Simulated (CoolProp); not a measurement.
Vapour-liquid equilibrium of R152A (1) + isobutane (2) at 0.0345 MPa; x and y are mole fractions of (1).

Values from CoolProp's multi-fluid Helmholtz-energy mixture model, Outcalt 1996 and Bücker 2006; pair parameters Bell 2016.

```csv
x,bubble temperature (°C),y at the bubble point,dew temperature at overall composition x (°C),liquid density (mol/L)
0.05,-41.4,0.258,-37.2,10.92
0.125,-45.8,0.447,-38.7,11.24
0.2,-48.1,0.538,-40.2,11.55
0.275,-49.4,0.588,-41.8,11.86
0.35,-50.0,0.616,-43.5,12.18
0.425,-50.3,0.632,-45.3,12.51
0.5,-50.5,0.642,-47.1,12.87
0.575,-50.5,0.648,-49.1,13.25
0.65,-50.6,0.655,-50.6,13.66
0.725,-50.5,0.665,-49.9,14.11
0.8,-50.4,0.686,-48.9,14.59
0.875,-49.8,0.733,-47.7,15.11
0.95,-48.2,0.841,-46.6,15.64
```

y crosses x between x = 0.65 and 0.725: the model has an azeotrope there.

The pair parameters rest on a limited set of measurements; away from them the model extrapolates.
